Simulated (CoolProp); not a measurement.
A simple Rankine cycle with R141b: condensing at 289.15 K, boiler at 1.25 MPa, turbine inlet 499 K, turbine efficiency 0.7, pump efficiency 0.8, no recuperator. Each further row changes one setting.

The numbers come from the reference Helmholtz-energy equation of state, Lemmon 2006 in CoolProp. It is a short technical equation, of lower accuracy than the large ones.

```
case                             thermal efficiency (%)  net work (kJ/kg)  heat in (kJ/kg)  turbine exit temperature (K)  volume ratio over the turbine
-------------------------------  ----------------------  ----------------  ---------------  ----------------------------  -----------------------------
as stated                                          16.0              64.7              405                           ___                            ___
condensing temperature 281.15 K                    17.1              70.9              414                           ___                           28.2
boiler pressure 0.875 MPa                          14.5              59.1              ___                         429.7                           14.4
turbine efficiency 0.6                              ___               ___              405                         429.7                            ___
```

Task: What belongs in the gaps?

Result: 
- as stated, turbine exit temperature (K): 419.5
- as stated, volume ratio over the turbine: 20.6
- condensing temperature 281.15 K, turbine exit temperature (K): 412.4
- boiler pressure 0.875 MPa, heat in (kJ/kg): 409
- turbine efficiency 0.6, thermal efficiency (%): 13.7
- turbine efficiency 0.6, net work (kJ/kg): 55.3
- turbine efficiency 0.6, volume ratio over the turbine: 21.1
